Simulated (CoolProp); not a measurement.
A simple Rankine cycle with water: condensing at 332.15 K, boiler at 2.48 MPa, turbine inlet 536.8 K, turbine efficiency 0.8, pump efficiency 0.7, no recuperator. Each further row changes one setting.

Values from CoolProp's reference Helmholtz-energy equation of state, Wagner 2002.

```csv
case,thermal efficiency (%),net work (kJ/kg),heat in (kJ/kg),turbine exit temperature (K),volume ratio over the turbine
as stated,23.5,…,2670,332.1,75.9
turbine inlet 556.8 K,…,644,2720,332.1,…
condensing temperature 324.15 K,24.6,665,2700,324.2,…
boiler pressure 1.74 MPa,…,…,2700,332.1,53.2
turbine efficiency 0.7,…,549,2670,332.1,…
```

### Question
Complete the blanks.

### Answer

- as stated, net work (kJ/kg): 628
- turbine inlet 556.8 K, thermal efficiency (%): 23.7
- turbine inlet 556.8 K, volume ratio over the turbine: 73.3
- condensing temperature 324.15 K, volume ratio over the turbine: 108
- boiler pressure 1.74 MPa, thermal efficiency (%): 22.1
- boiler pressure 1.74 MPa, net work (kJ/kg): 597
- turbine efficiency 0.7, thermal efficiency (%): 20.6
- turbine efficiency 0.7, volume ratio over the turbine: 78.8

The expansion ends wet for: as stated; turbine inlet 556.8 K; condensing temperature 324.15 K; boiler pressure 1.74 MPa; turbine efficiency 0.7.
